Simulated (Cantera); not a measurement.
Pyrogenic steam for wet oxidation

An isothermal, constant-pressure homogeneous reactor starts with H2 : O2 : N2 = 1.5 : 0.17 : 0.52 (molar parts), equivalence ratio 4.4, at 800 K and 28000 Pa.

Model: the H2/O2 subset of GRI-Mech 3.0, which has no nitrogen chemistry, integrated in Cantera. Below about 950 K walls govern HO2 and H2O2 in real vessels. The temperature is held fixed by assumption; the heat of reaction is taken as removed at once.

| t (s) | x H2 | x O2 | x O | x H2O2 | x HO2 | x OH |
|---|---|---|---|---|---|---|
| 2.00e-6 | 0.685 | 0.0776 | <1e-12 | <1e-12 | <1e-12 | <1e-12 |
| 1.78e-5 | 0.685 | 0.0776 | <1e-12 | <1e-12 | <1e-12 | <1e-12 |
| 0.000159 | 0.685 | 0.0776 | <1e-12 | <1e-12 | 2.94e-12 | <1e-12 |
| 0.00142 | 0.685 | 0.0776 | <1e-12 | <1e-12 | 3.99e-11 | <1e-12 |
| 0.0126 | 0.685 | 0.0776 | <1e-12 | 1.74e-11 | 3.88e-10 | <1e-12 |
| 0.113 | 0.685 | 0.0776 | <1e-12 | 1.64e-9 | 4.47e-9 | <1e-12 |
| 1.01 | 0.685 | 0.0776 | 1.00e-11 | 1.11e-6 | 5.84e-7 | 2.07e-12 |
| 8.97 | 0.684 | 0.0769 | 3.45e-10 | 0.000278 | 6.00e-6 | 1.74e-10 |
| 80.0 | 0.658 | 0.0581 | 3.67e-10 | 0.000440 | 6.98e-6 | 2.69e-10 |
x: mole fraction; the columns are a selection and need not sum to one.

Equilibrium at this temperature and pressure: H2 0.574, O2 <1e-12, O <1e-12, H2O2 <1e-12, HO2 <1e-12, OH <1e-12 (gas phase only).
